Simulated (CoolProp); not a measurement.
Saturated liquid density (kg/m³) of methane: the reference equation beside estimates from Tc = 190.6 K, pc = 4599 kPa, ω = 0.011. Rackett uses Z = 0.29056 − 0.08775 ω.

The numbers come from the reference Helmholtz-energy equation of state, Setzmann 1991 in CoolProp.

```json
[
 {"T (K)": "113.9", "reference": "419.1", "Rackett": "418.1", "van der Waals": "287.5", "Redlich-Kwong": "423.3", "Soave-Redlich-Kwong": "417.4", "Peng-Robinson": "471.2"},
 {"T (K)": "117.1", "reference": "414.3", "Rackett": "413.3", "van der Waals": "284.2", "Redlich-Kwong": "417.6", "Soave-Redlich-Kwong": "411.9", "Peng-Robinson": "465.3"},
 {"T (K)": "120.3", "reference": "409.4", "Rackett": "408.4", "van der Waals": "280.8", "Redlich-Kwong": "411.7", "Soave-Redlich-Kwong": "406.3", "Peng-Robinson": "459.1"},
 {"T (K)": "123.5", "reference": "404.5", "Rackett": "403.4", "van der Waals": "277.3", "Redlich-Kwong": "405.6", "Soave-Redlich-Kwong": "400.4", "Peng-Robinson": "452.7"},
 {"T (K)": "126.7", "reference": "399.4", "Rackett": "398.3", "van der Waals": "273.7", "Redlich-Kwong": "399.3", "Soave-Redlich-Kwong": "394.4", "Peng-Robinson": "446.1"},
 {"T (K)": "129.9", "reference": "394.2", "Rackett": "393.1", "van der Waals": "270.0", "Redlich-Kwong": "392.7", "Soave-Redlich-Kwong": "388.1", "Peng-Robinson": "439.2"},
 {"T (K)": "133.1", "reference": "388.9", "Rackett": "387.7", "van der Waals": "266.2", "Redlich-Kwong": "386.0", "Soave-Redlich-Kwong": "381.7", "Peng-Robinson": "432.0"},
 {"T (K)": "136.3", "reference": "383.4", "Rackett": "382.2", "van der Waals": "262.2", "Redlich-Kwong": "379.0", "Soave-Redlich-Kwong": "375.0", "Peng-Robinson": "424.5"},
 {"T (K)": "139.5", "reference": "377.8", "Rackett": "376.6", "van der Waals": "258.1", "Redlich-Kwong": "371.7", "Soave-Redlich-Kwong": "368.0", "Peng-Robinson": "416.8"},
 {"T (K)": "142.6", "reference": "372.1", "Rackett": "370.9", "van der Waals": "254.1", "Redlich-Kwong": "364.4", "Soave-Redlich-Kwong": "360.9", "Peng-Robinson": "408.9"},
 {"T (K)": "145.8", "reference": "366.1", "Rackett": "364.9", "van der Waals": "249.7", "Redlich-Kwong": "356.6", "Soave-Redlich-Kwong": "353.4", "Peng-Robinson": "400.4"},
 {"T (K)": "149", "reference": "359.9", "Rackett": "358.7", "van der Waals": "245.1", "Redlich-Kwong": "348.4", "Soave-Redlich-Kwong": "345.5", "Peng-Robinson": "391.5"}
]
```

Absolute difference from the reference over all 12 rows, mean and median: Rackett 0.3 and 0.3 %, van der Waals 31.6 and 31.5 %, Redlich-Kwong 1.2 and 0.9 %, Soave-Redlich-Kwong 1.9 and 1.7 %, Peng-Robinson 11.0 and 11.2 %.
